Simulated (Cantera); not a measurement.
## Thermodynamics of silicon etching in halogen gases, feed Si + Br2 + H2

Feed: 1 mol Si, 0.84 mol Br2, 58 mol H2, held at 12.8 Torr.

Cantera equilibrium calculation (NASA polynomials, part measured and part estimated; ideal gas, pure solids and liquids). Candidate condensed phases: Br2, Si; 19 gas species. The tables' values for SiBr3 are old estimates; treat these amounts as uncertain. Rates play no part.

| T (K) | x H2 | x HBr | x SiBr4 | x SiBr2 | n Si(s) |
|---|---|---|---|---|---|
| 525 | 0.993 | 2.59e-5 | 0.00683 | 6.93e-11 | 0.573 |
| 625 | 0.992 | 0.000290 | 0.00668 | 1.91e-8 | 0.575 |
| 725 | 0.991 | 0.00163 | 0.00629 | 1.07e-6 | 0.594 |
| 825 | 0.988 | 0.00575 | 0.00524 | 2.08e-5 | 0.653 |
| 925 | 0.982 | 0.0140 | 0.00318 | 0.000176 | 0.772 |
| 1025 | 0.975 | 0.0230 | 0.000887 | 0.000625 | 0.896 |
| 1125 | 0.973 | 0.0259 | 9.90e-5 | 0.000992 | 0.931 |
| 1225 | 0.973 | 0.0260 | 1.08e-5 | 0.00119 | 0.928 |
| 1325 | 0.973 | 0.0257 | 1.56e-6 | 0.00136 | 0.919 |
x: gas mole fraction; n: condensed amount in mol.

From 525 K to 1325 K the condensed part is Si(s). The main Si-bearing gas is SiBr4 at 525 K and SiBr2 at 1325 K. The share of Si in condensed phases is highest at 1125 K (93.1 %) and lowest at 525 K (57.3 %).
